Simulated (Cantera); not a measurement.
# Ammonia decomposition in nitride growth gas

An isothermal, constant-pressure homogeneous reactor starts with 43.5 % NH3, 56.5 % N2, at 1675 K and 28000 Pa.

Computed with Cantera and the gas-phase N/H chemistry of the illustrative SiF4/NH3 mechanism in the Surface Chemkin manual (1991). Walls and surfaces, which speed up NH3 decomposition in real reactors, are not modelled.

```tsv
t (s)	x NH3	x N2H2	x H2	x N	x N2H4	x NH
2.00e-5	0.435	2.84e-12	3.56e-7	<1e-12	1.08e-12	6.03e-12
0.000100	0.435	2.02e-10	1.84e-6	<1e-12	3.90e-11	2.74e-10
0.000502	0.435	7.46e-9	9.42e-6	4.32e-12	1.05e-9	1.23e-8
0.00252	0.435	1.97e-7	6.80e-5	1.04e-10	2.29e-8	2.12e-7
0.0126	0.434	6.19e-7	0.000892	7.84e-10	6.78e-8	4.94e-7
0.0632	0.429	6.12e-7	0.00551	3.75e-9	6.44e-8	5.68e-7
0.317	0.408	5.66e-7	0.0277	1.53e-8	5.46e-8	7.30e-7
1.59	0.322	3.92e-7	0.118	3.05e-8	3.59e-8	7.98e-7
7.96	0.132	1.05e-7	0.317	3.24e-8	9.58e-9	5.69e-7
39.9	0.0152	4.10e-9	0.439	1.58e-8	3.21e-10	1.69e-7
200	0.00141	5.60e-11	0.453	2.61e-9	4.02e-12	2.29e-8
```
x: mole fraction; the columns are a selection and need not sum to one.

Equilibrium at this temperature and pressure: NH3 2.42e-6, N2H2 <1e-12, H2 0.454, N 4.66e-12, N2H4 <1e-12, NH 4.05e-11 (gas phase only).
